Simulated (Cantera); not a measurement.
An adiabatic, constant-pressure homogeneous reactor starts with CH4 : C2H6 : C3H8 : O2 : N2 : H2O = 1 : 0.23 : 0.091 : 3.88 : 14.6 : 4 (molar parts), equivalence ratio 0.84, at 1625 K and 4.93 atm. Integrator tolerance rtol = 1e-08.

Cantera simulation using GRI-Mech 3.0 (53 species, 325 reactions); the numbers are that mechanism's predictions, not measurements.

Task: What does this change do: C2H6 0.23 to 0.086 parts?

Result: 
| quantity | before | after |
|---|---|---|
| time of steepest temperature rise | 20.0 µs | 25.2 µs |
| temperature at 0.200 s | 2663 K | 2574 K |
| equilibrium temperature | 2663 K | 2574 K |
| x(CH4) at 0.200 s | <1e-12 (gas-phase equilibrium <1e-12) | <1e-12 (gas-phase equilibrium <1e-12) |
| x(C2H6) at 0.200 s | <1e-12 (gas-phase equilibrium <1e-12) | <1e-12 (gas-phase equilibrium <1e-12) |
| x(C3H8) at 0.200 s | <1e-12 (gas-phase equilibrium <1e-12) | <1e-12 (gas-phase equilibrium <1e-12) |
| x(CH3) at 0.200 s | <1e-12 (gas-phase equilibrium <1e-12) | <1e-12 (gas-phase equilibrium <1e-12) |
| x(CH2) at 0.200 s | <1e-12 (gas-phase equilibrium <1e-12) | <1e-12 (gas-phase equilibrium <1e-12) |
| x(OH) at 0.200 s | 0.0154 (gas-phase equilibrium 0.0154) | 0.0133 (gas-phase equilibrium 0.0133) |

Task: What does this change do: O2 3.88 to 1.3 parts?

Result: 
```csv
quantity,before,after
time of steepest temperature rise,20.0 µs,85.1 µs
temperature at 0.200 s,2663 K,1963 K
equilibrium temperature,2663 K,1963 K
x(CH4) at 0.200 s,<1e-12 (gas-phase equilibrium <1e-12),5.80e-10 (gas-phase equilibrium 6.61e-10)
x(C2H6) at 0.200 s,<1e-12 (gas-phase equilibrium <1e-12),<1e-12 (gas-phase equilibrium <1e-12)
x(C3H8) at 0.200 s,<1e-12 (gas-phase equilibrium <1e-12),<1e-12 (gas-phase equilibrium <1e-12)
x(CH3) at 0.200 s,<1e-12 (gas-phase equilibrium <1e-12),1.93e-11 (gas-phase equilibrium 2.20e-11)
x(CH2) at 0.200 s,<1e-12 (gas-phase equilibrium <1e-12),<1e-12 (gas-phase equilibrium <1e-12)
x(OH) at 0.200 s,0.0154 (gas-phase equilibrium 0.0154),2.93e-5 (gas-phase equilibrium 2.93e-5)
```

Task: What does this change do: 1.8 parts CO2 added?

Result: 
| quantity | before | after |
|---|---|---|
| time of steepest temperature rise | 20.0 µs | 22.0 µs |
| temperature at 0.200 s | 2663 K | 2573 K |
| equilibrium temperature | 2663 K | 2573 K |
| x(CH4) at 0.200 s | <1e-12 (gas-phase equilibrium <1e-12) | <1e-12 (gas-phase equilibrium <1e-12) |
| x(C2H6) at 0.200 s | <1e-12 (gas-phase equilibrium <1e-12) | <1e-12 (gas-phase equilibrium <1e-12) |
| x(C3H8) at 0.200 s | <1e-12 (gas-phase equilibrium <1e-12) | <1e-12 (gas-phase equilibrium <1e-12) |
| x(CH3) at 0.200 s | <1e-12 (gas-phase equilibrium <1e-12) | <1e-12 (gas-phase equilibrium <1e-12) |
| x(CH2) at 0.200 s | <1e-12 (gas-phase equilibrium <1e-12) | <1e-12 (gas-phase equilibrium <1e-12) |
| x(OH) at 0.200 s | 0.0154 (gas-phase equilibrium 0.0154) | 0.0117 (gas-phase equilibrium 0.0117) |
